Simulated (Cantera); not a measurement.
## Ammonia decomposition in nitride growth gas

An isothermal, constant-pressure homogeneous reactor starts with NH₃ : H₂ = 1 : 15 (molar parts), at 1725 K and 24.0 Torr.

Cantera simulation using the gas-phase N/H chemistry of the illustrative SiF4/NH3 mechanism in the Surface Chemkin manual (1991); the numbers are that mechanism's predictions, not measurements. Walls and surfaces, which speed up NH3 decomposition in real reactors, are not modelled.

| t (s) | x NH₃ | x H₂ | x N₂ | x N₂H₂ | x N₂H₄ |
|---|---|---|---|---|---|
| 0.000400 | 0.0625 | 0.938 | <1e-12 | <1e-12 | <1e-12 |
| 0.00111 | 0.0625 | 0.937 | 1.38e-12 | <1e-12 | <1e-12 |
| 0.00308 | 0.0625 | 0.937 | 4.07e-11 | 4.49e-12 | <1e-12 |
| 0.00854 | 0.0625 | 0.937 | 1.00e-9 | 3.69e-11 | <1e-12 |
| 0.0237 | 0.0625 | 0.937 | 2.39e-8 | 3.11e-10 | 4.76e-12 |
| 0.0658 | 0.0625 | 0.937 | 6.17e-7 | 2.83e-9 | 3.62e-11 |
| 0.182 | 0.0624 | 0.937 | 1.78e-5 | 2.55e-8 | 2.41e-10 |
| 0.506 | 0.0619 | 0.937 | 0.000256 | 6.79e-8 | 5.43e-10 |
| 1.40 | 0.0601 | 0.938 | 0.00110 | 6.69e-8 | 5.31e-10 |
| 3.90 | 0.0554 | 0.941 | 0.00330 | 6.03e-8 | 4.74e-10 |
| 10.8 | 0.0446 | 0.947 | 0.00841 | 4.56e-8 | 3.50e-10 |
| 30.0 | 0.0254 | 0.957 | 0.0174 | 2.23e-8 | 1.60e-10 |
x: mole fraction; the columns are a selection and need not sum to one.

Equilibrium at this temperature and pressure: NH₃ 1.78e-7, H₂ 0.970, N₂ 0.0294, N₂H₂ <1e-12, N₂H₄ <1e-12 (gas phase only).
